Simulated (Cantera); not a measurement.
Charge: 1 mol c-C4F8, 3.3 mol H2, at 3225 °C and 10.0 mbar.

Cantera equilibrium calculation (NASA polynomials, part measured and part estimated; ideal gas, pure solids and liquids). Candidate condensed phases: C, C6H6, C7H8, C8H18; 95 gas species. The feed counts by its element totals alone. Rates play no part.

Base state: F 0.352, H 0.270, HF 0.205, C 0.0750, C3 0.0482, CF 0.0250, C2 0.0211, H2 0.00211 (mole fractions); condensed: gas only.

What changes in the equilibrium state with this change: c-C4F8 replaced by CH2F2?


| species | before | after |
|---|---|---|
| H | 0.270 | 0.717 |
| HF | 0.205 | 0.120 |
| F | 0.352 | 0.0781 |
| CF | 0.0250 | 0.00339 |
| H2 | 0.00211 | 0.0149 |
| C3 | 0.0482 | 0.0110 |
| C2 | 0.0211 | 0.00790 |
| C | 0.0750 | 0.0459 |
| CF2 | 0.000231 | 6.95e-6 |
| C5 | 0.000210 | 1.80e-5 |
| C4 | 0.000143 | 2.00e-5 |
